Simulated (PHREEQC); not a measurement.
Make-up at 25 °C: 0.28 mol/kgw (CH3)4NF. Closed to the air; pH follows from the charge balance.

Computed with PHREEQC (ion-association model, phreeqc.dat).

Each row changes one thing in this solution. No solid was allowed to form.

| case | pH | HF2- (mol/kgw) | HF (mol/kgw) |
|---|---|---|---|
| as made | 8.29 | 1.46e-6 | 1.38e-6 |
| (CH3)4NF from 0.28 to 0.308 mol/kgw | 8.31 | 1.64e-6 | 1.41e-6 |
| 0.068 mol/kgw KOH added | 12.65 | 6.01e-11 | 5.70e-11 |
| diluted 2-fold with water | 8.11 | 6.16e-7 | 1.15e-6 |
| temperature from 25 to 65 °C | 7.91 | 8.38e-6 | 6.93e-6 |

(CH3)4N+ isn't in the database: it is added as a free cation with an ion size of 4 Å. Constants without temperature data keep their 25 °C values here.
